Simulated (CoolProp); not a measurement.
A simple Rankine cycle with 1,2-dichloroethane: condensing at 327.15 K, boiler at 0.994 MPa, turbine inlet 453.9 K, turbine efficiency 0.6, pump efficiency 0.6, no recuperator. Each further row changes one setting.

Values from CoolProp's reference Helmholtz-energy equation of state, Thol 2015.

```csv
case,thermal efficiency (%),net work (kJ/kg),heat in (kJ/kg),turbine exit temperature (K),volume ratio over the turbine
as stated,13.5,59.0,437,370.7,26.0
turbine inlet 473.9 K,13.6,62.7,459,390.9,25.6
condensing temperature 319.15 K,14.3,64.1,448,364.8,35.2
boiler pressure 0.696 MPa,12.4,55.2,444,382.4,17.8
turbine efficiency 0.5,11.2,49.0,437,381.8,26.8
```
